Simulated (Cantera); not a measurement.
CaCO3 + H2O (calcination and drying)

A closed system holds: 1 mol CaCO3, 0.66 mol H2O, at 1.00 bar.

These are equilibrium values from Cantera (NASA tables, ideal gas, pure condensed phases), not measurements of a reactor. Candidate condensed phases: C, C6H6, C7H8, C8H18, Ca, CaCO3, CaO, Ca(OH)2, H2O; 115 gas species. Mutual solubility and eutectic melting of coexisting phases are not modelled. The numbers say what is thermodynamically allowed, not how fast it happens.

```
T (K)  x H2O     x CO2      x CO      x O2      x H2      x OH       x H  x Ca(OH)2  n CaCO3(calcite)  n CaO(s)
-----  -----  --------  --------  --------  --------  --------  --------  ---------  ----------------  --------
598    1.000   7.05e-6    <1e-12    <1e-12  2.71e-10    <1e-12    <1e-12     <1e-12             1.000         0
698    1.000   5.60e-5    <1e-12  7.10e-11  2.76e-11    <1e-12    <1e-12     <1e-12             1.000         0
798    1.000  0.000291    <1e-12  8.23e-10   1.65e-9  2.05e-11    <1e-12     <1e-12             1.000  0.000192
898    0.995   0.00528  5.96e-11   1.28e-8   2.61e-8  6.19e-10    <1e-12     <1e-12             0.996   0.00350
998    0.947    0.0527   8.79e-9   1.16e-7   2.29e-7   9.28e-9  1.03e-12   1.21e-11             0.963    0.0367
1098   0.660     0.340   5.05e-7   7.22e-7   9.75e-7   7.28e-8  2.44e-11   1.54e-10             0.660     0.340
1198   0.398     0.602   5.18e-6   3.75e-6   2.50e-6   3.77e-7  3.01e-10    1.05e-9                 0      1.00
1298   0.398     0.602   2.27e-5   1.52e-5   8.55e-6   1.89e-6   3.13e-9    8.08e-9                 0      1.00
1398   0.398     0.602   8.03e-5   5.05e-5   2.45e-5   7.49e-6   2.34e-8    4.64e-8                 0      1.00
1498   0.397     0.602  0.000239  0.000144   6.11e-5   2.48e-5   1.34e-7    2.10e-7                 0      1.00
1598   0.397     0.602  0.000617  0.000359  0.000136   7.06e-5   6.21e-7    7.86e-7                 0     1.000
1698   0.397     0.600   0.00142  0.000804  0.000275  0.000178   2.40e-6    2.50e-6                 0     1.000
1798   0.396     0.598   0.00297   0.00164  0.000517  0.000403   8.00e-6    6.99e-6                 0     1.000
1898   0.395     0.595   0.00574   0.00311  0.000907  0.000838   2.35e-5    1.74e-5                 0     1.000
```
x: gas mole fraction; n: condensed amount in mol.

From 598 K to 698 K the condensed part is CaCO3(calcite). From 798 K to 1098 K the condensed part is CaCO3(calcite) + CaO(s). From 1198 K to 1898 K the condensed part is CaO(s).
